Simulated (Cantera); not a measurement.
**Abatement and gas-phase synthesis: SF6 + H2O + H2**

Feed: 1 mol SF6, a varied amount of H2O, 0.41 mol H2, held at 3225 °C and 680000 Pa.

Equilibrium computed with Cantera from the NASA thermochemical tables; the gas is ideal and each condensed phase is pure. Candidate condensed phases: H2O, H2SO4, S; 43 gas species. The tables' values for SOF2, S2F2 (SSF2), SF3, FS2F (FSSF) are old estimates; treat these amounts as uncertain. Rates play no part.

From 0.48 mol H2O to 5.1 mol H2O nothing is condensed.

| n(H2O) (mol) | log p HF | log p F | log p H2O | log p SO2 | log p OH | log p SO | log p H | log p O2 | log p H2 | log p O | log p S | log p SF | log p S2 |
|---|---|---|---|---|---|---|---|---|---|---|---|---|---|
| 0.48 | 0.26 | 0.60 | -5.28 | -1.18 | -3.40 | -0.52 | -2.68 | -2.22 | -4.90 | -1.42 | -0.61 | -0.72 | -1.10 |
| 0.71 | 0.35 | 0.55 | -4.82 | -0.91 | -3.09 | -0.43 | -2.53 | -1.88 | -4.61 | -1.25 | -0.68 | -0.85 | -1.25 |
| 1 | 0.44 | 0.48 | -4.33 | -0.69 | -2.76 | -0.37 | -2.37 | -1.55 | -4.28 | -1.09 | -0.79 | -1.03 | -1.47 |
| 1.6 | 0.58 | 0.27 | -3.38 | -0.43 | -2.15 | -0.37 | -2.02 | -1.03 | -3.58 | -0.83 | -1.05 | -1.50 | -1.99 |
| 2.3 | 0.68 | -0.21 | -2.03 | -0.32 | -1.38 | -0.45 | -1.45 | -0.64 | -2.43 | -0.63 | -1.33 | -2.25 | -2.54 |
| 3.4 | 0.65 | -0.98 | -0.49 | -0.36 | -0.58 | -0.55 | -0.70 | -0.53 | -0.95 | -0.58 | -1.48 | -3.17 | -2.84 |
| 5.1 | 0.56 | -1.28 | -0.06 | -0.45 | -0.36 | -0.65 | -0.49 | -0.52 | -0.52 | -0.57 | -1.59 | -3.59 | -3.06 |
log p: log10 of the partial pressure in bar; nothing condenses.
